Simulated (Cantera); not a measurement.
# Ignition delay

Mixture: 12.0 % CH₄, 18.5 % O₂, 69.5 % N₂, equivalence ratio 1.3, at 20.0 bar, adiabatic and at constant volume. Ignition delay is the time to a rise of 400 K.

Detailed kinetics in Cantera: GRI-Mech 3.0 (53 species, 325 reactions). The pressure lies above the range GRI-Mech 3.0 was tuned for (to about 10 atm).

```json
[
 {"T0 (K)": "1298", "delay (ms)": "0.759"},
 {"T0 (K)": "1398", "delay (ms)": "0.270"},
 {"T0 (K)": "1498", "delay (ms)": "0.104"},
 {"T0 (K)": "1598", "delay (ms)": "0.0429"},
 {"T0 (K)": "1698", "delay (ms)": "0.0189"},
 {"T0 (K)": "1798", "delay (ms)": "0.00894"},
 {"T0 (K)": "1898", "delay (ms)": "0.00457"},
 {"T0 (K)": "1998", "delay (ms)": "0.00253"}
]
```

- apparent activation energy between 1798 and 1998 K: 190 kJ/mol
